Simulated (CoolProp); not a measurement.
Vapour-liquid equilibrium of propane (1) + isobutene (2) at 70.35 °C; x and y are mole fractions of (1).

The numbers come from the multi-fluid Helmholtz-energy mixture model, Lemmon 2009 and Lemmon 2005; pair parameters Bell 2016 in CoolProp.

| x | bubble pressure (kPa) | y at the bubble point | dew pressure at overall composition x (kPa) | liquid density (mol/L) |
|---|---|---|---|---|
| 0.05 | 1085 | 0.112 | 1032 | 9.361 |
| 0.2 | 1334 | 0.349 | 1169 | 9.362 |
| 0.35 | 1559 | 0.514 | 1335 | 9.363 |
| 0.5 | 1778 | 0.648 | 1538 | 9.358 |
| 0.65 | 2004 | 0.765 | 1782 | 9.339 |
| 0.8 | 2246 | 0.871 | 2080 | 9.291 |
| 0.95 | 2510 | 0.969 | 2455 | 9.187 |

No azeotrope shows between x = 0.05 and 0.95.

Pair parameters are fitted to limited data, so mixtures are less certain than the pure fluids. The gap from Raoult's law changes sign with composition, which may be real or a fault of the pair parameters; it wasn't checked against measurements.
